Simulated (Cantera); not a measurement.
Feed: 1 mol SiHCl3, 0.36 mol HCl, 14 mol H2, equilibrated at 24.0 mbar.

Method: chemical equilibrium by Gibbs-energy minimisation in Cantera with the NASA 1993 tables (ideal gas, pure condensed phases). Candidate condensed phases: Si; 19 gas species. The tables' values for SiCl3, SiCl are old estimates; treat these amounts as uncertain. Gases not in the tables: Si2H6 and higher silanes. Equilibrium is a limit: real reactors are often held back by kinetics, nucleation or transport.

x: gas mole fraction; n: condensed amount in mol.

```
T (°C)   x H2   x HCl  x SiCl2   x SiCl4  n Si(s)  n Si(l)
------  -----  ------  -------  --------  -------  -------
975     0.867  0.0887   0.0228    0.0113    0.292        0
1025    0.857  0.0984   0.0301   0.00621    0.281        0
1075    0.851   0.104      [?]       [?]    0.267        0
1125    0.847   0.107   0.0400   0.00142    0.252        0
1175    0.845   0.108   0.0427  0.000649    0.240        0
1225    0.844   0.108   0.0446       [?]    0.229        0
1275    0.844   0.108   0.0460  0.000146    0.218        0
1325    0.844   0.107   0.0470   7.26e-5    0.209        0
1375    0.844   0.107   0.0478   3.76e-5    0.200        0
1425    0.844   0.106   0.0482   2.03e-5        0    0.196
```

Q: What belongs in the gaps?

A: 
- 1075, x SiCl2: 0.0359
- 1075, x SiCl4: 0.00306
- 1225, x SiCl4: 0.000302
